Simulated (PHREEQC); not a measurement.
Solution A (0.0016 mol NaH2PO4 and 0.24 mol K2HPO4 per kg of water) is mixed with solution B (0.032 mol/kgw H2SO4, 0.058 mol/kgw ZnSO4 and 0.0002 mol/kgw NiSO4) at 20 °C; shares are by mass of water, 1 kg in all. Oxygen alone is held at its pressure in air (log pO2 = -0.68). No CO2 enters from the air. The run lets Zn(OH)2-a, Zn4(OH)6SO4, Zn3(PO4)2:4w, Ni(OH)2, Ni3(PO4)2, Ni4(OH)6SO4, Mirabilite, Goslarite, Morenosite precipitate or redissolve, and no other solid.

Computed with PHREEQC (ion-association model, wateq4f.dat).

| share of solution B | pH | Zn3(PO4)2:4w (mol) | Ni3(PO4)2 (mol) |
|---|---|---|---|
| 0 | 8.71 | 0 | 0 |
| 0.05 | 8.14 | 0.000966 | 3.09e-6 |
| 0.1 | 7.87 | 0.00193 | 6.26e-6 |
| 0.15 | 7.68 | 0.00290 | … |
| 0.2 | … | … | 1.25e-5 |
| 0.25 | … | … | … |
| 0.3 | 7.27 | 0.00580 | 1.85e-5 |
| 0.35 | 7.15 | 0.00677 | 2.12e-5 |
| 0.4 | 7.02 | 0.00773 | 2.37e-5 |
| 0.45 | 6.88 | 0.00870 | 2.56e-5 |
| 0.5 | 6.71 | 0.00966 | 2.61e-5 |
| 0.55 | 6.47 | 0.0106 | 2.21e-5 |
| 0.6 | 6.03 | 0.0116 | 0 |
| 0.65 | 4.73 | 0.0105 | 0 |
| 0.7 | 4.36 | 0.00684 | 0 |
| 0.75 | 4.19 | 0.00309 | 0 |
| 0.8 | 3.34 | 0 | 0 |
| 0.85 | 2.45 | 0 | 0 |
| 0.9 | 2.05 | 0 | 0 |
| 0.95 | 1.77 | 0 | 0 |
| 1 | 1.56 | 0 | 0 |

Question: Fill in the missing entries.

Answer: 
- 0.15, Ni3(PO4)2 (mol): 9.40e-6
- 0.2, pH: 7.53
- 0.2, Zn3(PO4)2:4w (mol): 0.00387
- 0.25, pH: 7.40
- 0.25, Zn3(PO4)2:4w (mol): 0.00483
- 0.25, Ni3(PO4)2 (mol): 1.55e-5

H3PO4, which wateq4f.dat lacks, is added to it with the constant of phreeqc.dat. The database has no phosphate complexes of Zn, Ni.
